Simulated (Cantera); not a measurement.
**Low-pressure radical oxidation in H2/O2**

An isothermal, constant-pressure homogeneous reactor starts with 0.249 % H₂, 22.7 % O₂, 77.1 % N₂, equivalence ratio 0.0055, at 998 K and 0.00140 bar.

Model: the H2/O2 subset of GRI-Mech 3.0, which has no nitrogen chemistry, integrated in Cantera. Radical loss at walls, strong at low pressure, is not modelled.

```csv
t (s),x H₂,x O₂,x H₂O,x O,x H₂O₂,x H
5.00e-5,0.00249,0.227,<1e-12,<1e-12,<1e-12,<1e-12
0.000115,0.00249,0.227,<1e-12,<1e-12,<1e-12,<1e-12
0.000266,0.00249,0.227,<1e-12,<1e-12,<1e-12,<1e-12
0.000613,0.00249,0.227,<1e-12,<1e-12,<1e-12,<1e-12
0.00141,0.00249,0.227,<1e-12,<1e-12,<1e-12,<1e-12
0.00326,0.00249,0.227,<1e-12,<1e-12,<1e-12,1.36e-12
0.00751,0.00249,0.227,<1e-12,1.91e-12,<1e-12,2.45e-12
0.0173,0.00249,0.227,2.30e-12,7.54e-12,<1e-12,4.20e-12
0.0399,0.00249,0.227,1.80e-11,3.07e-11,<1e-12,9.05e-12
0.0921,0.00249,0.227,1.69e-10,1.82e-10,<1e-12,3.70e-11
0.212,0.00249,0.227,4.58e-9,3.96e-9,<1e-12,7.20e-10
0.490,0.00249,0.227,4.05e-6,3.42e-6,1.18e-12,6.21e-7
1.13,7.38e-5,0.225,0.00217,0.00176,1.34e-9,0.000328
2.60,1.17e-5,0.225,0.00234,0.00186,4.35e-10,0.000190
6.00,9.92e-6,0.225,0.00237,0.00157,4.37e-10,0.000147
```
x: mole fraction; the columns are a selection and need not sum to one.

Equilibrium at this temperature and pressure: H₂ 1.16e-11, O₂ 0.226, H₂O 0.00250, O 1.89e-9, H₂O₂ <1e-12, H <1e-12 (gas phase only).
